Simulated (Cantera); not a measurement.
What does this Cantera script print?

```python
import numpy as np
import cantera as ct

gas = ct.Solution("gri30.yaml")
gas.TPX = 1098, 45000, {'CO': 0.0028, 'O2': 0.092, 'H2O': 0.03, 'N2': 1}
reactor = ct.IdealGasConstPressureReactor(gas, energy="off", clone=False)
net = ct.ReactorNet([reactor])
net.rtol, net.atol = 1e-08, 1e-18
show = ['CO', 'O2', 'H2O', 'OH', 'N2O', 'HO2', 'H2']
times = np.geomspace(7e-06, 10, 12)

steps = ct.SolutionArray(gas, extra=["t"])
rows = []
print(f"{'t/s':>10s}{'T/K':>9s}{'P/Pa':>11s}" + "".join(f"{s:>11s}" for s in show))
for t in times:
    while net.time < t:
        t_next = net.step()
        steps.append(gas.state, t=t_next)
    rows.append([np.interp(t, steps.t, y) for y in (steps.T, steps.P, *steps(*show).X.T)])
    print(f"{t:10.3e}{rows[-1][0]:9.1f}{rows[-1][1]:11.4g}" + "".join(f"{x:11.3e}" for x in rows[-1][2:]))
rate = np.gradient(steps.T, steps.t)
print("integrator steps:", len(steps.t))
if steps.T.max() > steps.T[0] + 200:
    print(f"time of steepest temperature rise: {steps.t[rate.argmax()]:.4e} s")
gas.TPX = 1098, 45000, {'CO': 0.0028, 'O2': 0.092, 'H2O': 0.03, 'N2': 1}
gas.equilibrate("TP")
print(f"equilibrium (TP): T = {gas.T:.1f} K  " + "  ".join(f"{s} {gas[s].X[0]:.3e}" for s in show))
```

It prints:

```
       t/s      T/K       P/Pa         CO         O2        H2O         OH        N2O        HO2         H2
 7.000e-06   1098.0    4.5e+04  2.489e-03  8.179e-02  2.667e-02  2.191e-13  2.061e-18  1.840e-13  5.061e-18
 2.539e-05   1098.0    4.5e+04  2.489e-03  8.179e-02  2.667e-02  1.122e-12  1.710e-17  6.693e-13  2.317e-16
 9.208e-05   1098.0    4.5e+04  2.489e-03  8.179e-02  2.667e-02  8.163e-12  1.846e-16  2.535e-12  1.076e-14
 3.340e-04   1098.0    4.5e+04  2.489e-03  8.179e-02  2.667e-02  7.745e-11  2.202e-15  1.404e-11  4.791e-13
 1.211e-03   1098.0    4.5e+04  2.489e-03  8.179e-02  2.667e-02  9.048e-10  3.203e-14  2.606e-10  2.083e-11
 4.393e-03   1098.0    4.5e+04  2.489e-03  8.179e-02  2.667e-02  7.247e-08  3.098e-12  3.502e-08  3.254e-09
 1.593e-02   1098.0    4.5e+04  1.680e-03  8.139e-02  2.663e-02  5.026e-05  1.737e-08  4.476e-06  1.600e-05
 5.779e-02   1098.0    4.5e+04  2.940e-04  8.077e-02  2.668e-02  2.367e-05  6.159e-08  1.351e-06  2.655e-06
 2.096e-01   1098.0    4.5e+04  2.446e-05  8.066e-02  2.670e-02  8.187e-06  8.049e-08  1.551e-07  2.033e-07
 7.602e-01   1098.0    4.5e+04  1.395e-06  8.065e-02  2.670e-02  2.504e-06  8.516e-08  1.198e-08  1.412e-08
 2.757e+00   1098.0    4.5e+04  5.062e-08  8.065e-02  2.670e-02  8.608e-07  8.379e-08  1.329e-09  1.217e-09
 1.000e+01   1098.0    4.5e+04  4.402e-10  8.065e-02  2.670e-02  4.085e-07  7.411e-08  7.571e-10  2.488e-10
integrator steps: 1345
equilibrium (TP): T = 1098.0 K  CO 1.663e-11  O2 8.062e-02  H2O 2.670e-02  OH 3.280e-07  N2O 2.966e-09  HO2 8.016e-10  H2 1.770e-10
```

Cantera simulation using GRI-Mech 3.0 (53 species, 325 reactions); the numbers are that mechanism's predictions, not measurements.
